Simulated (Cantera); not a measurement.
Input: 1 mol Si2Cl6, a varied amount of N2, equilibrated at 0.133 bar.

Cantera equilibrium calculation (NASA polynomials, part measured and part estimated; ideal gas, pure solids and liquids). Candidate condensed phases: Si, Si3N4; 13 gas species. The feed counts by its element totals alone. N2 is the only nitrogen source here; it is nearly inert below about 1500 K, so the nitride shown seldom forms there in practice. The tables' values for SiCl3 are old estimates. The numbers say what is thermodynamically allowed, not how fast it happens.

Stable condensed phases, one row left out:

```
T in K \ n(N2) in mol
         2.6 3.5 4.7 6.4 8.6  12  16  21  29  39  53
   1748    A   A   A   A   A   A   A   A   A   A   A
   1698    A   A   A   A   A   A   A   A   A   A   A
   1648    A   A   A   A   A   A   A   A   A   A   A
   1598    B   B   A   A   A   A   A   A   A   A   A
   1498    B   B   B   B   B   B   B   B   B   B   B
   1448    B   B   B   B   B   B   B   B   B   B   B
   1398    B   B   B   B   B   B   B   B   B   B   B
   1348    B   B   B   B   B   B   B   B   B   B   B
   1298    B   B   B   B   B   B   B   B   B   B   B
   1248    B   B   B   B   B   B   B   B   B   B   B
   1198    B   B   B   B   B   B   B   B   B   B   B
   1148    B   B   B   B   B   B   B   B   B   B   B
```

A: gas only; B: Si3N4.

Problem. Give the row for 1548 K.

Solution. 2.6: Si3N4; 3.5: Si3N4; 4.7: Si3N4; 6.4: Si3N4; 8.6: Si3N4; 12: Si3N4; 16: Si3N4; 21: Si3N4; 29: gas only; 39: gas only; 53: gas only.
